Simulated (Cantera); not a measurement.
Catalytic stagnation flow on Pt

A jet of 1.63 % H2, 6.29 % O2, 92.1 % N2 at 300 K and 75.0 Torr hits a platinum plate 2.9 cm away at a mass flux of 0.04 kg/m²/s; the plate temperature is set and raised in steps from an oxygen-covered start.

Computed with Cantera and Deutschmann's 1995 Pt surface mechanism with GRI-Mech 3.0 gas chemistry. Catalytic surfaces can have several steady states; this one follows from the mechanism file's or the stated starting coverage.

| plate T (K) | wall x H2 | wall x O2 | wall x H2O | wall x OH | θ free Pt | θ O* | θ OH* |
|---|---|---|---|---|---|---|---|
| 700 | 0.00145 | 0.0472 | 0.0283 | <1e-8 | 0.0644 | 0.933 | 0.00257 |
| 750 | 0.00117 | 0.0469 | 0.0287 | <1e-8 | 0.0842 | 0.914 | 0.00212 |
| 800 | 0.000851 | 0.0466 | 0.0291 | <1e-8 | 0.123 | 0.875 | 0.00190 |
| 850 | 0.000619 | 0.0464 | 0.0294 | 1.02e-8 | 0.177 | 0.821 | 0.00172 |
| 900 | 0.000480 | 0.0463 | 0.0295 | 3.11e-8 | 0.240 | 0.758 | 0.00154 |
| 950 | 0.000389 | 0.0463 | 0.0296 | 8.59e-8 | 0.308 | 0.691 | 0.00136 |
| 1000 | 0.000329 | 0.0462 | 0.0296 | 2.14e-7 | 0.377 | 0.622 | 0.00119 |
| 1050 | 0.000291 | 0.0464 | 0.0293 | 4.82e-7 | 0.447 | 0.552 | 0.00103 |
x: mole fraction at the wall; θ: surface coverage.
